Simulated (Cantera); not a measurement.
An isothermal, constant-pressure homogeneous reactor starts with 31.5 % NO, 66.1 % N2, 2.45 % H2O, at 2125 K and 20.0 Torr.

Model: GRI-Mech 3.0 (53 species, 325 reactions), integrated in Cantera. Radical loss at walls, strong at low pressure, is not modelled.

x: mole fraction; the columns are a selection and need not sum to one.

```csv
t (s),x NO,x O2,x O,x N2O,x N2,x NO2
0.000200,0.315,2.80e-9,1.04e-6,(withheld),0.661,1.89e-8
0.000500,0.315,1.58e-8,1.75e-6,(withheld),0.661,1.50e-7
0.00125,0.315,9.43e-8,2.53e-6,(withheld),0.661,1.03e-6
0.00313,0.315,8.66e-7,5.34e-6,(withheld),0.661,5.19e-6
0.00783,0.314,2.12e-5,2.40e-5,3.13e-5,0.661,1.83e-5
0.0196,0.314,0.000345,6.57e-5,3.25e-5,0.661,1.64e-5
0.0490,0.313,0.00127,0.000193,(withheld),0.661,1.08e-5
0.123,0.305,0.00448,0.000651,(withheld),0.664,1.10e-5
0.306,0.283,0.0149,0.00128,(withheld),0.675,1.71e-5
0.766,0.231,0.0402,0.00206,(withheld),0.701,2.31e-5
1.92,0.131,0.0894,0.00305,(withheld),0.750,1.97e-5
4.80,0.0363,0.136,0.00375,(withheld),0.797,6.74e-6
12.0,0.0108,0.149,0.00392,9.00e-8,0.810,2.10e-6
30.0,0.00910,0.150,0.00393,8.41e-8,0.811,1.77e-6
```

Problem. Some entries are withheld; supply them.

Solution. 
- 0.000200, x N2O: 1.42e-6
- 0.000500, x N2O: 3.46e-6
- 0.00125, x N2O: 8.16e-6
- 0.00313, x N2O: 1.77e-5
- 0.0490, x N2O: 1.76e-5
- 0.123, x N2O: 1.04e-5
- 0.306, x N2O: 9.43e-6
- 0.766, x N2O: 7.05e-6
- 1.92, x N2O: 2.48e-6
- 4.80, x N2O: 2.79e-7
